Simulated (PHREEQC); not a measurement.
Solution A (0.38 mmol/kgw Ag2SO4 and 5.5 mmol/kgw KNO3) is mixed with solution B (11 mmol/kgw LiOH and 0.66 mmol/kgw H2SiF6) at 25 °C; shares are by mass of water, 1 kg in all. Oxygen is held at 0.21 atm. CO2 from the air is kept out. Solids allowed: Ag2O, Ag2SO4, SiO2(a). Others were left out.

Equilibrium calculation in PHREEQC: ion-association model, wateq4f.dat.

| share of solution B | pH | Ag2O (mol) | Ag+ (mol/kgw) | H3SiO4- (mol/kgw) |
|---|---|---|---|---|
| 0 | 6.99 | 0 | 0.000754 | 0 |
| 0.1 | 10.11 | 0.000258 | 0.000164 | 4.45e-5 |
| 0.2 | 10.81 | 0.000286 | 3.27e-5 | 0.000120 |
| 0.3 | 11.11 | 0.000256 | 1.67e-5 | … |
| 0.4 | … | 0.000221 | 1.12e-5 | 0.000252 |
| 0.5 | 11.41 | … | 8.40e-6 | 0.000315 |
| 0.6 | 11.50 | 0.000147 | … | 0.000378 |
| 0.7 | 11.58 | 0.000110 | 5.65e-6 | … |
| 0.8 | 11.65 | 7.21e-5 | 4.86e-6 | 0.000501 |
| 0.9 | 11.70 | 3.43e-5 | 4.28e-6 | 0.000561 |
| 1 | 11.75 | 0 | 0 | 0.000621 |

Task: Complete the blanks.

Result: 
- 0.3, H3SiO4- (mol/kgw): 0.000187
- 0.4, pH: 11.28
- 0.5, Ag2O (mol): 0.000185
- 0.6, Ag+ (mol/kgw): 6.75e-6
- 0.7, H3SiO4- (mol/kgw): 0.000440

SiF6-2 is the database's only silicon fluoride.
